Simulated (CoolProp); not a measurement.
CH2F2 (R32) along the isobar 0.261 MPa: fugacity coefficient from the reference equation and from simpler models built on Tc = 78.1 °C, pc = 5.783 MPa, ω = 0.277; each cubic takes its own stable root.

Computed with CoolProp (reference Helmholtz-energy equation of state, Tillner-Roth 1997).

```tsv
T (°C)	phase	reference	Redlich-Kwong	Soave-Redlich-Kwong
-127.75	liquid	0.0006892	0.002403	0.0005549
-119.05	liquid	0.002062	0.006756	0.001720
-110.45	liquid	0.005337	0.01635	0.004596
-101.85	liquid	0.01237	0.03535	0.01096
-93.25	liquid	0.02612	0.06953	0.02374
-84.65	liquid	0.05091	0.1263	0.04732
-76.05	liquid	0.09261	0.2144	0.08784
-67.45	liquid	0.1587	0.3437	0.1532
-58.85	liquid	0.2580	0.5240	0.2532
-50.15	liquid	0.4027	0.7683	0.4009
-41.55	liquid	0.6004	0.9514	0.6052
```

At some of these states Redlich-Kwong gives the other phase, because its saturation line lies elsewhere.
